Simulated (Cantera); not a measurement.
What does this Cantera script print?

```python
import numpy as np
import cantera as ct

gas_names = [...]  # 114 gases of nasa_gas.yaml made of C, Fe, H, O
cond_names = """
    C(gr) C6H6(L) C7H8(L) C8H18(L),n-octa Fe(a) Fe(c) Fe(d) Fe(L) FeC5O5(L) FeO(s) FeO(L) Fe(OH)2(s)
    Fe(OH)3(s) Fe2O3(s) Fe3O4(s) H2O(s) H2O(L)
""".split()


# ... load() reads the species with a 1 bar reference pressure and builds the phases ...
atoms = {
    'Fe2O3': {'Fe': 2, 'O': 3},
    'CH4': {'C': 1, 'H': 4},
    'CO': {'C': 1, 'O': 1},
}
top_T = {'C(gr)': 4500, 'Fe2O3(s)': 1830, 'Fe3O4(s)': 1870}  # K; cautious upper limits of use, not melting points


# ... equilibrate(T, P, feed) seeds the gas with the atoms and calls Mixture.equilibrate('TP', solver="vcs", rtol=1e-11, max_steps=5000) ...
results = []
feed = {'Fe2O3': 1, 'CH4': 5, 'CO': 2.2}  # mol
P = 1000  # Pa
for T in [1175, 1225, 1275, 1325, 1375, 1425, 1475, 1525, 1575, 1625, 1675]:
    mix = equilibrate(T, P, feed)
    results.append((T, P, feed, dict(zip(mix.species_names, mix.species_moles))))
    x = sorted(zip(gas.X, gas.species_names), reverse=True)
    print(f"T = {T:g} K  P = {P:g} Pa  gas = {mix.phase_moles(0):.4g} mol")
    print("   x: " + "  ".join(f"{s} {v:.3e}" for v, s in x if v > 1e-06))
    print("   condensed (mol): " + ("  ".join(f"{mix.phase(i).name} {mix.phase_moles(i):.4g}"
          for i in range(1, mix.n_phases) if mix.phase_moles(i) > 1e-12) or "none"))
```

Result:

```
T = 1175 K  P = 1000 Pa  gas = 15.2 mol
   x: H2 6.578e-01  CO 3.420e-01  CH4 8.286e-05  H2O 7.799e-05  CO2 3.168e-05
   condensed (mol): C(gr) 2  Fe(a) 2
T = 1225 K  P = 1000 Pa  gas = 15.2 mol
   x: H2 6.578e-01  CO 3.421e-01  CH4 5.682e-05  H2O 4.424e-05  CO2 1.567e-05  H 2.528e-06
   condensed (mol): C(gr) 2  Fe(c) 2
T = 1275 K  P = 1000 Pa  gas = 15.2 mol
   x: H2 6.578e-01  CO 3.421e-01  CH4 4.011e-05  H2O 2.624e-05  CO2 8.204e-06  H 5.979e-06
   condensed (mol): C(gr) 2  Fe(c) 2
T = 1325 K  P = 1000 Pa  gas = 15.2 mol
   x: H2 6.578e-01  CO 3.421e-01  CH4 2.905e-05  H2O 1.619e-05  H 1.326e-05  CO2 4.519e-06
   condensed (mol): C(gr) 2  Fe(c) 2
T = 1375 K  P = 1000 Pa  gas = 15.2 mol
   x: H2 6.578e-01  CO 3.421e-01  H 2.779e-05  CH4 2.154e-05  H2O 1.036e-05  CO2 2.604e-06  C2H2,acetylene 1.170e-06
   condensed (mol): C(gr) 2  Fe(c) 2
T = 1425 K  P = 1000 Pa  gas = 15.2 mol
   x: H2 6.578e-01  CO 3.421e-01  H 5.533e-05  CH4 1.630e-05  H2O 6.836e-06  Fe 2.794e-06  C2H2,acetylene 2.319e-06  CO2 1.563e-06
   condensed (mol): C(gr) 2  Fe(c) 2
T = 1475 K  P = 1000 Pa  gas = 15.2 mol
   x: H2 6.578e-01  CO 3.421e-01  H 1.052e-04  CH4 1.258e-05  Fe 8.735e-06  H2O 4.643e-06  C2H2,acetylene 4.386e-06
   condensed (mol): C(gr) 2  Fe(c) 2
T = 1525 K  P = 1000 Pa  gas = 15.2 mol
   x: H2 6.577e-01  CO 3.421e-01  H 1.919e-04  Fe 2.529e-05  CH4 9.868e-06  C2H2,acetylene 7.952e-06  H2O 3.236e-06
   condensed (mol): C(gr) 2  Fe(c) 2
T = 1575 K  P = 1000 Pa  gas = 15.2 mol
   x: H2 6.575e-01  CO 3.420e-01  H 3.370e-04  Fe 6.833e-05  C2H2,acetylene 1.387e-05  CH4 7.863e-06  H2O 2.308e-06
   condensed (mol): C(gr) 1.999  Fe(c) 1.999
T = 1625 K  P = 1000 Pa  gas = 15.21 mol
   x: H2 6.573e-01  CO 3.419e-01  H 5.720e-04  Fe 1.733e-04  C2H2,acetylene 2.337e-05  CH4 6.353e-06  H2O 1.681e-06
   condensed (mol): C(gr) 1.999  Fe(c) 1.997
T = 1675 K  P = 1000 Pa  gas = 15.21 mol
   x: H2 6.568e-01  CO 3.418e-01  H 9.410e-04  Fe 4.151e-04  C2H2,acetylene 3.814e-05  CH4 5.197e-06  H2O 1.248e-06
   condensed (mol): C(gr) 1.999  Fe(d) 1.994
```

Equilibrium computed with Cantera from the NASA thermochemical tables; the gas is ideal and each condensed phase is pure. Iron dissolves carbon and melts from about 1420 K in contact with it, which pure phases cannot show. Condensed phases not in the tables: cementite and carbon dissolved in iron.
